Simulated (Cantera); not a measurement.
# Equilibrium for carbothermic reduction: PbO + C + H₂

Charge: 1 mol PbO, 0.39 mol C, 0.35 mol H₂, held at 825 K.

Cantera equilibrium calculation (NASA polynomials, part measured and part estimated; ideal gas, pure solids and liquids). Candidate condensed phases: C, C₆H₆, C₇H₈, C₈H₁₈, H₂O, Pb, PbO, PbO₂, Pb₃O₄; 113 gas species. Kinetics and transport are ignored.

| P (Pa) | x CO₂ | x H₂O | x H₂ | x CO | x CH₄ | n Pb(l) |
|---|---|---|---|---|---|---|
| 10 | 0.477 | 0.346 | 0.127 | 0.0489 | 3.27e-11 | 0.999 |
| 52 | 0.478 | 0.346 | 0.127 | 0.0490 | 8.87e-10 | 1.000 |
| 270 | 0.478 | 0.346 | 0.127 | 0.0490 | 2.39e-8 | 1.000 |
| 1400 | 0.478 | 0.346 | 0.127 | 0.0490 | 6.44e-7 | 1.000 |
| 7200 | 0.478 | 0.346 | 0.127 | 0.0490 | 1.70e-5 | 1.000 |
| 37000 | 0.479 | 0.347 | 0.126 | 0.0485 | 0.000433 | 1.00 |
| 190000 | 0.485 | 0.356 | 0.110 | 0.0420 | 0.00648 | 1.00 |
| 1000000 | 0.503 | 0.381 | 0.0674 | 0.0249 | 0.0228 | 1.00 |
x: gas mole fraction; n: condensed amount in mol.

From 0.0750 Torr to 7500 Torr the condensed part is Pb(l). The main Pb-bearing gas is Pb throughout.
